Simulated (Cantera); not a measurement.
Reactions in the system Cl-H-O-Pb

Standard-state values (1 bar) from the NASA 1993 polynomials, evaluated with Cantera. Values are per mole of reaction as written; species without (g) are pure solids or liquids, kept so even where they would boil at 1 bar.

2 HCl(g) + 2 PbO = Cl2(g) + H2O2(g) + 2 Pb(g)

```json
[
 {"T (K)": "698", "ΔH° (kJ)": "862.8", "ΔS° (J/K)": "270.9", "ΔG° (kJ)": "673.7", "log10 K": "-50.41", "condensed phases": "PbO(red)"},
 {"T (K)": "848", "ΔH° (kJ)": "857.0", "ΔS° (J/K)": "263.4", "ΔG° (kJ)": "633.6", "log10 K": "-39.03", "condensed phases": "PbO(yellow)"},
 {"T (K)": "998", "ΔH° (kJ)": "851.7", "ΔS° (J/K)": "257.6", "ΔG° (kJ)": "594.6", "log10 K": "-31.12", "condensed phases": "PbO(yellow)"},
 {"T (K)": "1148", "ΔH° (kJ)": "845.8", "ΔS° (J/K)": "252.1", "ΔG° (kJ)": "556.3", "log10 K": "-25.31", "condensed phases": "PbO(yellow)"},
 {"T (K)": "1298", "ΔH° (kJ)": "787.3", "ΔS° (J/K)": "202.0", "ΔG° (kJ)": "525.1", "log10 K": "-21.13", "condensed phases": "PbO(l)"},
 {"T (K)": "1448", "ΔH° (kJ)": "779.9", "ΔS° (J/K)": "196.6", "ΔG° (kJ)": "495.2", "log10 K": "-17.86", "condensed phases": "PbO(l)"},
 {"T (K)": "1598", "ΔH° (kJ)": "772.8", "ΔS° (J/K)": "191.9", "ΔG° (kJ)": "466.1", "log10 K": "-15.24", "condensed phases": "PbO(l)"},
 {"T (K)": "1748", "ΔH° (kJ)": "766.1", "ΔS° (J/K)": "187.9", "ΔG° (kJ)": "437.6", "log10 K": "-13.08", "condensed phases": "PbO(l)"},
 {"T (K)": "1898", "ΔH° (kJ)": "759.7", "ΔS° (J/K)": "184.4", "ΔG° (kJ)": "409.7", "log10 K": "-11.28", "condensed phases": "PbO(l)"},
 {"T (K)": "2048", "ΔH° (kJ)": "753.8", "ΔS° (J/K)": "181.4", "ΔG° (kJ)": "382.3", "log10 K": "-9.75", "condensed phases": "PbO(l)"}
]
```
